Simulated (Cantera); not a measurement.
An adiabatic, constant-pressure homogeneous reactor starts with CO : H2 : O2 : N2 : CO2 = 1 : 0.05 : 0.477 : 1.79 : 0.45 (molar parts), equivalence ratio 1.1, at 1025 K and 5.82 atm.

Computed with Cantera and GRI-Mech 3.0 (53 species, 325 reactions). The hydrogen kinetics of GRI-Mech 3.0 are dated; newer H2 mechanisms differ, most at raised pressure.

### Question
Predict: time of steepest temperature rise; temperature at 0.400 s; equilibrium temperature; x(CO) at 0.400 s; x(H2) at 0.400 s; x(O2) at 0.400 s; x(NO) at 0.400 s; x(HO2) at 0.400 s; x(NO2) at 0.400 s.

### Answer
| Quantity | Result |
|---|---|
| time of steepest temperature rise | 2.83 ms |
| temperature at 0.400 s | 2565 K |
| equilibrium temperature | 2565 K |
| x(CO) at 0.400 s | 0.0650 (gas-phase equilibrium 0.0650) |
| x(H2) at 0.400 s | 0.000370 (gas-phase equilibrium 0.000370) |
| x(O2) at 0.400 s | 0.0146 (gas-phase equilibrium 0.0146) |
| x(NO) at 0.400 s | 0.00558 (gas-phase equilibrium 0.00558) |
| x(HO2) at 0.400 s | 1.30e-6 (gas-phase equilibrium 1.30e-6) |
| x(NO2) at 0.400 s | 2.97e-6 (gas-phase equilibrium 2.97e-6) |
